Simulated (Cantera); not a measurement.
**Thermodynamics of carbon deposition, reforming and gasification, feed C3H6 + CO2 + H2**

Feed: 1 mol C3H6, 0.2 mol CO2, 23 mol H2, at 6.08 Torr.

Method: chemical equilibrium by Gibbs-energy minimisation in Cantera with the NASA 1993 tables (ideal gas, pure condensed phases). Candidate condensed phases: C, C6H6, C7H8, C8H18, H2O; 110 gas species. Rates play no part.

```tsv
T (°C)	x H2	x H	x CO	x C2H2 (acetylene)	x C2H	n C(graphite)
1252	0.985	0.000261	0.0151	1.19e-5	6.92e-12	2.80
1352	0.984	0.000778	0.0151	3.50e-5	1.06e-10	2.80
1452	0.983	0.00205	0.0151	9.05e-5	1.18e-9	2.79
1552	0.980	0.00484	0.0151	0.000210	1.01e-8	2.79
1652	0.974	0.0105	0.0151	0.000446	6.89e-8	2.78
1752	0.963	0.0210	0.0150	0.000872	3.87e-7	2.75
1852	0.944	0.0392	0.0149	0.00158	1.83e-6	2.71
1952	0.914	0.0688	0.0146	0.00268	7.49e-6	2.65
2052	0.868	0.114	0.0143	0.00424	2.68e-5	2.56
2152	0.802	0.178	0.0138	0.00626	8.47e-5	2.43
```
x: gas mole fraction; n: condensed amount in mol.

From 1252 °C to 2152 °C the condensed part is C(graphite). The main C-bearing gas is CO throughout. The share of C in condensed phases is highest at 1252 °C (87.5 %) and lowest at 2152 °C (75.9 %).
